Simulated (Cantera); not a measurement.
A closed system holds: 1 mol C₃H₈, 0.054 mol CO₂, 3.6 mol H₂, 1.5 mol O₂, at 1427 °C and 1 atm.

Method: chemical equilibrium by Gibbs-energy minimisation in Cantera with the NASA 1993 tables (ideal gas, pure condensed phases). Equilibrium is a limit: real reactors are often held back by kinetics, nucleation or transport.

```json
[
 {"species": "H₂", "before": "0.709", "after": "0.403"},
 {"species": "H₂O", "before": "0.00454", "after": "0.269"},
 {"species": "CH₄", "before": "1.22e-5", "after": "0.221"},
 {"species": "CO", "before": "0.286", "after": "0.0281"},
 {"species": "CO₂", "before": "0.000537", "after": "0.0792"},
 {"species": "H", "before": "0.000123", "after": "<1e-9"},
 {"species": "C(graphite), mol", "before": "0", "after": "0.813"}
]
```
Gas species are given as mole fractions.

Task: What was changed between the two runs?
A) pressure from 1 atm to 27000 Torr
B) temperature from 1427 °C to 702 °C
C) C₃H₈ replaced by CH₄
D) temperature from 1427 °C to 527 °C

Result: D, temperature from 1427 °C to 527 °C
